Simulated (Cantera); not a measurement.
An isothermal, constant-pressure homogeneous reactor starts with 41.3 % NH₃, 58.7 % H₂, at 1925 K and 12000 Pa.

Model: the gas-phase N/H chemistry of the illustrative SiF4/NH3 mechanism in the Surface Chemkin manual (1991), integrated in Cantera. Walls and surfaces, which speed up NH3 decomposition in real reactors, are not modelled.

One state of this run: x NH₃ = 0.00474; x H₂ = 0.849; x N₂H₄ = 7.00e-11; x N = 4.93e-7; x N₂H₂ = 1.01e-8. x: mole fraction; the columns are a selection and need not sum to one.

Task: Which value of t (s) does it belong to?
A. 0.000322
B. 8.54e-5
C. 50.0
D. 3.51

Result: D, 3.51
